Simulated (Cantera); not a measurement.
**Low-pressure radical oxidation in H2/O2**

An isothermal, constant-pressure homogeneous reactor starts with H₂ : O₂ : N₂ = 0.87 : 1 : 4.9 (molar parts), equivalence ratio 0.43, at 1175 K and 0.00434 atm.

Computed with Cantera and the H2/O2 subset of GRI-Mech 3.0, which has no nitrogen chemistry. Radical loss at walls, strong at low pressure, is not modelled. The temperature is held fixed by assumption; the heat of reaction is taken as removed at once.

```json
[
 {"t (s)": "0.000200", "x H₂": "0.129", "x O₂": "0.148", "x OH": "4.37e-11", "x O": "5.95e-11", "x HO₂": "7.10e-10"},
 {"t (s)": "0.000522", "x H₂": "0.129", "x O₂": "0.148", "x OH": "1.99e-10", "x O": "3.30e-10", "x HO₂": "1.85e-9"},
 {"t (s)": "0.00136", "x H₂": "0.129", "x O₂": "0.148", "x OH": "1.14e-9", "x O": "2.10e-9", "x HO₂": "4.83e-9"},
 {"t (s)": "0.00356", "x H₂": "0.129", "x O₂": "0.148", "x OH": "2.38e-8", "x O": "4.50e-8", "x HO₂": "1.27e-8"},
 {"t (s)": "0.00928", "x H₂": "0.128", "x O₂": "0.147", "x OH": "3.82e-5", "x O": "7.23e-5", "x HO₂": "1.93e-7"},
 {"t (s)": "0.0242", "x H₂": "0.0105", "x O₂": "0.0924", "x OH": "0.00356", "x O": "0.0217", "x HO₂": "3.36e-7"},
 {"t (s)": "0.0632", "x H₂": "0.0102", "x O₂": "0.0922", "x OH": "0.00350", "x O": "0.0204", "x HO₂": "3.40e-7"},
 {"t (s)": "0.165", "x H₂": "0.00941", "x O₂": "0.0917", "x OH": "0.00336", "x O": "0.0173", "x HO₂": "3.49e-7"},
 {"t (s)": "0.431", "x H₂": "0.00732", "x O₂": "0.0905", "x OH": "0.00294", "x O": "0.0116", "x HO₂": "3.63e-7"},
 {"t (s)": "1.12", "x H₂": "0.00344", "x O₂": "0.0891", "x OH": "0.00200", "x O": "0.00465", "x HO₂": "3.63e-7"},
 {"t (s)": "2.94", "x H₂": "0.000637", "x O₂": "0.0889", "x OH": "0.000857", "x O": "0.000806", "x HO₂": "2.76e-7"},
 {"t (s)": "7.66", "x H₂": "6.78e-5", "x O₂": "0.0891", "x OH": "0.000279", "x O": "8.52e-5", "x HO₂": "9.18e-8"},
 {"t (s)": "20.0", "x H₂": "9.93e-6", "x O₂": "0.0892", "x OH": "0.000107", "x O": "1.25e-5", "x HO₂": "1.94e-8"}
]
```
x: mole fraction; the columns are a selection and need not sum to one.

Equilibrium at this temperature and pressure: H₂ 5.22e-8, O₂ 0.0892, OH 7.80e-6, O 6.62e-8, HO₂ 1.60e-9 (gas phase only).
